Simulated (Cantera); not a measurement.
Cantera run, input and output.

```python
import numpy as np
import cantera as ct

gas = ct.Solution("gri30.yaml")
gas.TPX = 1925, 100000, {'NO': 1, 'N2': 16}
reactor = ct.IdealGasConstPressureReactor(gas, energy="off", clone=False)
net = ct.ReactorNet([reactor])
net.rtol, net.atol = 1e-08, 1e-18
show = ['NO', 'N2', 'O2', 'NO2', 'O', 'N2O']
times = np.geomspace(8e-06, 200, 13)

steps = ct.SolutionArray(gas, extra=["t"])
rows = []
print(f"{'t/s':>10s}{'T/K':>9s}{'P/Pa':>11s}" + "".join(f"{s:>11s}" for s in show))
for t in times:
    while net.time < t:
        t_next = net.step()
        steps.append(gas.state, t=t_next)
    rows.append([np.interp(t, steps.t, y) for y in (steps.T, steps.P, *steps(*show).X.T)])
    print(f"{t:10.3e}{rows[-1][0]:9.1f}{rows[-1][1]:11.4g}" + "".join(f"{x:11.3e}" for x in rows[-1][2:]))
rate = np.gradient(steps.T, steps.t)
print("integrator steps:", len(steps.t))
if steps.T.max() > steps.T[0] + 200:
    print(f"time of steepest temperature rise: {steps.t[rate.argmax()]:.4e} s")
gas.TPX = 1925, 100000, {'NO': 1, 'N2': 16}
gas.equilibrate("TP")
print(f"equilibrium (TP): T = {gas.T:.1f} K  " + "  ".join(f"{s} {gas[s].X[0]:.3e}" for s in show))
```

Output:

```
       t/s      T/K       P/Pa         NO         N2         O2        NO2          O        N2O
 8.000e-06   1925.0      1e+05  5.882e-02  9.412e-01  4.429e-12  4.033e-10  1.796e-08  1.816e-08
 3.308e-05   1925.0      1e+05  5.882e-02  9.412e-01  7.339e-11  6.230e-09  7.103e-08  7.378e-08
 1.368e-04   1925.0      1e+05  5.882e-02  9.412e-01  1.173e-09  7.519e-08  2.654e-07  2.839e-07
 5.657e-04   1925.0      1e+05  5.882e-02  9.412e-01  2.160e-08  5.847e-07  1.103e-06  8.889e-07
 2.339e-03   1925.0      1e+05  5.881e-02  9.412e-01  6.878e-07  3.290e-06  5.165e-06  1.557e-06
 9.673e-03   1925.0      1e+05  5.876e-02  9.412e-01  1.642e-05  7.432e-06  1.132e-05  1.624e-06
 4.000e-02   1925.0      1e+05  5.858e-02  9.413e-01  1.063e-04  7.930e-06  1.209e-05  1.615e-06
 1.654e-01   1925.0      1e+05  5.782e-02  9.417e-01  4.830e-04  9.126e-06  1.403e-05  1.577e-06
 6.840e-01   1925.0      1e+05  5.462e-02  9.433e-01  2.076e-03  1.256e-05  2.024e-05  1.421e-06
 2.828e+00   1925.0      1e+05  4.209e-02  9.495e-01  8.332e-03  1.702e-05  3.523e-05  8.930e-07
 1.170e+01   1925.0      1e+05  1.420e-02  9.635e-01  2.227e-02  9.113e-06  5.555e-05  2.289e-07
 4.837e+01   1925.0      1e+05  2.653e-03  9.692e-01  2.805e-02  1.903e-06  6.200e-05  1.583e-07
 2.000e+02   1925.0      1e+05  2.519e-03  9.693e-01  2.812e-02  1.809e-06  6.207e-05  1.581e-07
integrator steps: 992
equilibrium (TP): T = 1925.0 K  NO 2.519e-03  N2 9.693e-01  O2 2.812e-02  NO2 1.809e-06  O 6.207e-05  N2O 1.581e-07
```

Cantera simulation using GRI-Mech 3.0 (53 species, 325 reactions); the numbers are that mechanism's predictions, not measurements.
